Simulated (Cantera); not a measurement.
Input: 1 mol Al₂O₃, 6.7 mol HCl, 1.6 mol H₂, equilibrated at 0.790 bar.

Cantera equilibrium calculation (NASA polynomials, part measured and part estimated; ideal gas, pure solids and liquids). Candidate condensed phases: Al, AlCl₃, Al₂O₃, H₂O; 29 gas species. Rates play no part.

Task: At 1073 K, list the 4 most abundant gas species with their mole fractions, and the condensed phases.

Result: HCl 0.806, H₂ 0.193, H₂O 0.000650, AlCl₃ 0.000433. Condensed: Al₂O₃(s).
